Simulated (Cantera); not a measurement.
An adiabatic, constant-pressure homogeneous reactor starts with CH₄ : H₂ : O₂ : N₂ = 1 : 0.24 : 3.37 : 12.7 (molar parts), equivalence ratio 0.63, at 1373 K and 1.90 bar. Integrator tolerance rtol = 1e-08.

Cantera simulation using GRI-Mech 3.0 (53 species, 325 reactions); the numbers are that mechanism's predictions, not measurements.

```tsv
quantity	before	after
time of steepest temperature rise	0.639 ms	0.294 ms
temperature at 0.700 s	2503 K	2529 K
equilibrium temperature	2503 K	2529 K
x(CH₄) at 0.700 s	<1e-12 (gas-phase equilibrium <1e-12)	<1e-12 (gas-phase equilibrium <1e-12)
x(H₂) at 0.700 s	0.00208 (gas-phase equilibrium 0.00208)	0.00149 (gas-phase equilibrium 0.00149)
x(O₂) at 0.700 s	0.0659 (gas-phase equilibrium 0.0659)	0.0655 (gas-phase equilibrium 0.0655)
x(O) at 0.700 s	0.00275 (gas-phase equilibrium 0.00275)	0.00193 (gas-phase equilibrium 0.00193)
x(CH₂CO) at 0.700 s	<1e-12 (gas-phase equilibrium <1e-12)	<1e-12 (gas-phase equilibrium <1e-12)
x(HCO) at 0.700 s	1.26e-9 (gas-phase equilibrium 1.26e-9)	1.37e-9 (gas-phase equilibrium 1.37e-9)
```

Question: Name the change that produced these shifts.
(A) pressure from 1.90 bar to 0.720 bar
(B) pressure from 1.90 bar to 5.00 bar
(C) pressure from 1.90 bar to 20.0 bar
(D) initial temperature 1373 to 975 K

Answer: B, pressure from 1.90 bar to 5.00 bar
